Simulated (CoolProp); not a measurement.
Vapour-liquid equilibrium of n-octane (1) + m-xylene (2) at 479.3 K; x and y are mole fractions of (1).

Model: multi-fluid Helmholtz-energy mixture model, Beckmüller 2019 and Zhou 2012; pair parameters Bell 2016, in CoolProp.

```tsv
x	bubble pressure (MPa)	y at the bubble point	dew pressure at overall composition x (MPa)	liquid density (mol/L)
0.05	0.4707	0.067	0.4682	6.315
0.15	0.4893	0.191	0.4831	6.093
0.25	0.5071	0.305	0.4985	5.881
0.35	0.5240	0.411	0.5142	5.680
0.45	0.5402	0.511	0.5302	5.488
0.55	0.5556	0.606	0.5464	5.305
0.65	0.5704	0.698	0.5627	5.131
0.75	0.5847	0.786	0.5789	4.964
0.85	0.5984	0.873	0.5948	4.804
0.95	0.6115	0.958	0.6104	4.652
```

No azeotrope shows between x = 0.05 and 0.95.

The pair parameters rest on a limited set of measurements; away from them the model extrapolates.
